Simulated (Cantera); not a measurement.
Charge: 1 mol Si, 0.057 mol CO2, 96 mol N2, 0.016 mol N2O, equilibrated at 0.000150 bar.

Cantera equilibrium calculation (NASA polynomials, part measured and part estimated; ideal gas, pure solids and liquids). Candidate condensed phases: C, Si, SiC, SiO2, Si2N2O, Si3N4; 34 gas species. Mutual solubility and eutectic melting of coexisting phases are not modelled. Kinetics and transport are ignored.

Problem. What share of the Si ends up in condensed phases as a function of T (K), at 1148, 1223, 1298, 1373, 1448, 1523, 1598, 1673, 1748, 1823, 1898, 1973, 2048, 2123?

Solution. 
```
T (K)  Si condensed (%)                             as
-----  ----------------  -----------------------------
1148              100.0           Si2N2O(s) + Si3N4(s)
1223              100.0  SiC(s) + Si2N2O(s) + Si3N4(s)
1298              100.0  SiC(s) + Si2N2O(s) + Si3N4(s)
1373               99.5  SiC(s) + Si2N2O(s) + Si3N4(s)
1448               92.8  SiC(s) + Si2N2O(s) + Si3N4(s)
1523               87.2              SiC(s) + Si3N4(s)
1598               81.1                 Si(s) + SiC(s)
1673               59.2                 Si(s) + SiC(s)
1748                3.8                         SiC(s)
1823                0.0                              -
1898                0.0                              -
1973                0.0                              -
2048                0.0                              -
2123                0.0                              -
```
